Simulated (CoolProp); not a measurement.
A single-stage vapour-compression cycle with dimethyl ether: evaporating at 325.15 K (dew point), condensing at 392.15 K (bubble point), superheat 2 K, subcooling 8 K, compressor efficiency 0.6, no pressure losses. Each further row changes one setting.

Computed with CoolProp (reference Helmholtz-energy equation of state, Wu 2011).

```json
[
 {"case": "as stated", "cooling COP": "1.75", "pressure ratio": "3.85", "discharge temperature (K)": "420.6", "refrigerating effect (kJ/kg)": "185", "volumetric capacity (kJ/m³)": "4620"},
 {"case": "evaporating temperature 330.15 K", "cooling COP": "1.97", "pressure ratio": "3.42", "discharge temperature (K)": "418.4", "refrigerating effect (kJ/kg)": "189", "volumetric capacity (kJ/m³)": "5330"},
 {"case": "condensing temperature 387.15 K", "cooling COP": "2.04", "pressure ratio": "3.53", "discharge temperature (K)": "414.1", "refrigerating effect (kJ/kg)": "202", "volumetric capacity (kJ/m³)": "5040"},
 {"case": "subcooling 13 K", "cooling COP": "1.93", "pressure ratio": "3.85", "discharge temperature (K)": "420.6", "refrigerating effect (kJ/kg)": "204", "volumetric capacity (kJ/m³)": "5090"},
 {"case": "superheat 12 K", "cooling COP": "1.80", "pressure ratio": "3.85", "discharge temperature (K)": "430.9", "refrigerating effect (kJ/kg)": "205", "volumetric capacity (kJ/m³)": "4820"},
 {"case": "compressor efficiency 0.5", "cooling COP": "1.46", "pressure ratio": "3.85", "discharge temperature (K)": "428.6", "refrigerating effect (kJ/kg)": "185", "volumetric capacity (kJ/m³)": "4620"}
]
```
